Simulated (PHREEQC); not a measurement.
1 kg of water holding 0.046 mol MgCl2 meets 20 L of dry gas (O2 1 by moles) at fixed total pressure, at 200 atm; fugacities by Peng-Robinson. The gases take part in no redox reaction, some water evaporates into the gas, and hydrates or a liquid gas phase aren't modelled. Nothing may precipitate in this run.

Model: ion-association model, phreeqc.dat, run in PHREEQC.

```csv
T (°C),dissolved O2 (mol/kgw),φ of O2
20,0.184,0.868
30,0.159,___
40,0.142,0.902
50,0.131,0.917
60,0.123,___
70,0.118,___
80,0.115,0.952
90,0.114,0.962
```

### Question
Fill in the missing entries.

### Answer

- 30, φ of O2: 0.886
- 60, φ of O2: 0.930
- 70, φ of O2: 0.942

Constants without temperature data keep their 25 °C values here.
